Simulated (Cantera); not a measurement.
A perfectly stirred reactor is fed with 16.7 % H2, 29.8 % O2, 53.6 % N2, at 0.819 atm; it is held at 848 K, and followed from long to short residence time.

Cantera simulation using the H2/O2 subset of GRI-Mech 3.0, which has no nitrogen chemistry; the numbers are that mechanism's predictions, not measurements. Below about 950 K walls govern HO2 and H2O2 in real vessels. The temperature is held fixed by assumption; the heat of reaction is taken as removed at once.

Predict: x(H2) at τ = 26.0 s; x(O2) at τ = 26.0 s; x(H2O) at τ = 26.0 s; x(O) at τ = 26.0 s; x(H) at τ = 26.0 s; x(H2) at τ = 0.430 s; x(O2) at τ = 0.430 s; x(H2O) at τ = 0.430 s.


```
Quantity                Result
---------------------  -------
x(H2) at τ = 26.0 s     0.0580
x(O2) at τ = 26.0 s      0.256
x(H2O) at τ = 26.0 s     0.118
x(O) at τ = 26.0 s     5.06e-9
x(H) at τ = 26.0 s     8.77e-9
x(H2) at τ = 0.430 s     0.167
x(O2) at τ = 0.430 s     0.298
x(H2O) at τ = 0.430 s  8.24e-5
```
